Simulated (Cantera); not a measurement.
A Cantera script and what it prints.

```python
import numpy as np
import cantera as ct

gas_names = [...]  # 109 gases of nasa_gas.yaml made of C, Cl, H, Si
cond_names = """
    C(gr) C6H6(L) C7H8(L) C8H18(L),n-octa Si(cr) Si(L) SiC(b)
""".split()


# ... load() reads the species with a 1 bar reference pressure and builds the phases ...
atoms = {
    'CH3SiCl3': {'C': 1, 'H': 3, 'Si': 1, 'CL': 3},
    'H2': {'H': 2},
}
top_T = {'C(gr)': 4500, 'SiC(b)': 3050}  # K; cautious upper limits of use, not melting points


# ... equilibrate(T, P, feed) seeds the gas with the atoms and calls Mixture.equilibrate('TP', solver="vcs", rtol=1e-11, max_steps=5000) ...
results = []
feed = {'CH3SiCl3': 1, 'H2': 130}  # mol
P = 50000  # Pa
for T in [1598, 1673, 1748, 1823, 1898, 1973, 2048, 2123, 2198, 2273, 2348, 2423]:
    mix = equilibrate(T, P, feed)
    results.append((T, P, feed, dict(zip(mix.species_names, mix.species_moles))))

top = {s: max(r[3][s] / sum(r[3][g] for g in gas_names) for r in results) for s in gas_names}
cols = sorted((s for s in top if top[s] > 0.001), key=lambda s: -top[s])[:6]
seen = [c for c in cond_names if any(r[3].get(c, 0) > 1e-12 for r in results)]
print("log10 of partial pressures in bar; condensed amounts in mol")
print(f"{'T/K':>10s}" + "".join(f"{s[:9]:>10s}" for s in cols + seen))
for T, P, feed, n in results:
    ng = sum(n[g] for g in gas_names)
    print(f"{T:10.4g}" + "".join(f"{np.log10(max(n[s] / ng * P / 1e5, 1e-99)):10.3f}" for s in cols)
          + "".join(f"{n.get(c, 0):10.4g}" for c in seen))
```

It prints:

```
log10 of partial pressures in bar; condensed amounts in mol
       T/K        H2         H       HCL        Si C2H2,acet    SiC(b)
      1598    -0.311    -4.429    -1.953    -8.201    -6.500    0.9836
      1673    -0.311    -4.099    -1.953    -7.564    -5.933    0.9835
      1748    -0.311    -3.797    -1.953    -6.972    -5.437    0.9829
      1823    -0.311    -3.519    -1.953    -6.407    -5.028    0.9811
      1898    -0.311    -3.263    -1.954    -5.859    -4.708    0.9775
      1973    -0.312    -3.026    -1.956    -5.332    -4.454    0.9711
      2048    -0.312    -2.806    -1.958    -4.836    -4.234    0.9601
      2123    -0.313    -2.602    -1.961    -4.382    -4.019    0.9407
      2198    -0.315    -2.412    -1.964    -3.972    -3.794    0.9047
      2273    -0.317    -2.234    -1.967    -3.604    -3.555     0.836
      2348    -0.320    -2.068    -1.972    -3.273    -3.308    0.7053
      2423    -0.324    -1.913    -1.978    -2.971    -3.061    0.4589
```

Cantera equilibrium calculation (NASA polynomials, part measured and part estimated; ideal gas, pure solids and liquids). The feed counts by its element totals alone. The tables' values for SiCl are old estimates; treat these amounts as uncertain. Gases not in the tables: Si2H6 and higher silanes.
